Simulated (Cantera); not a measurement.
Input (Python, Cantera) and output of one run.

```python
import numpy as np
import cantera as ct

gas_names = [...]  # 123 gases of nasa_gas.yaml made of C, H, O, Si
cond_names = """
    C(gr) C6H6(L) C7H8(L) C8H18(L),n-octa H2O(s) H2O(L) Si(cr) Si(L) SiC(b) SiO2(Lqz) SiO2(hqz) SiO2(L)
""".split()


# ... load() reads the species with a 1 bar reference pressure and builds the phases ...
atoms = {
    'TEOS': {'Si': 1, 'C': 8, 'H': 20, 'O': 4},
    'O2': {'O': 2},
    'CO2': {'C': 1, 'O': 2},
}
top_T = {'C(gr)': 4500, 'SiC(b)': 3050}  # K; cautious upper limits of use, not melting points


# ... equilibrate(T, P, feed) seeds the gas with the atoms and calls Mixture.equilibrate('TP', solver="vcs", rtol=1e-11, max_steps=5000) ...
results = []
feed = {'TEOS': 1, 'O2': 0.38, 'CO2': 0.18}  # mol
P = 220  # Pa
for T in [1098, 1198, 1298, 1398, 1498, 1598, 1698]:
    mix = equilibrate(T, P, feed)
    results.append((T, P, feed, dict(zip(mix.species_names, mix.species_moles))))
    x = sorted(zip(gas.X, gas.species_names), reverse=True)
    print(f"T = {T:g} K  P = {P:g} Pa  gas = {mix.phase_moles(0):.4g} mol")
    print("   x: " + "  ".join(f"{s} {v:.3e}" for v, s in x if v > 0.0001))
    print("   condensed (mol): " + ("  ".join(f"{mix.phase(i).name} {mix.phase_moles(i):.4g}"
          for i in range(1, mix.n_phases) if mix.phase_moles(i) > 1e-12) or "none"))
```

Result:

```
T = 1098 K  P = 220 Pa  gas = 13.12 mol
   x: H2 7.621e-01  CO 2.378e-01
   condensed (mol): C(gr) 5.06  SiO2(hqz) 1
T = 1198 K  P = 220 Pa  gas = 13.12 mol
   x: H2 7.622e-01  CO 2.378e-01
   condensed (mol): C(gr) 5.06  SiO2(hqz) 1
T = 1298 K  P = 220 Pa  gas = 13.21 mol
   x: H2 7.571e-01  CO 2.426e-01  SiO 1.784e-04
   condensed (mol): C(gr) 4.934  SiC(b) 0.04119  SiO2(hqz) 0.9565
T = 1398 K  P = 220 Pa  gas = 15.12 mol
   x: H2 6.613e-01  CO 3.382e-01  SiO 4.189e-04
   condensed (mol): C(gr) 2.073  SiC(b) 0.9937
T = 1498 K  P = 220 Pa  gas = 15.12 mol
   x: H2 6.611e-01  CO 3.379e-01  SiO 6.568e-04  H 2.979e-04
   condensed (mol): C(gr) 2.08  SiC(b) 0.9901
T = 1598 K  P = 220 Pa  gas = 15.13 mol
   x: H2 6.606e-01  CO 3.375e-01  SiO 9.717e-04  H 9.224e-04
   condensed (mol): C(gr) 2.089  SiC(b) 0.9853
T = 1698 K  P = 220 Pa  gas = 15.14 mol
   x: H2 6.592e-01  CO 3.368e-01  H 2.503e-03  SiO 1.370e-03
   condensed (mol): C(gr) 2.1  SiC(b) 0.9792
```

These are equilibrium values from Cantera (NASA tables, ideal gas, pure condensed phases), not measurements of a reactor. The feed counts by its element totals alone. Mutual solubility and eutectic melting of coexisting phases are not modelled. The tables hold silica as quartz up to 1696 K and as liquid above; real silica turns to tridymite and cristobalite and melts near 1996 K.
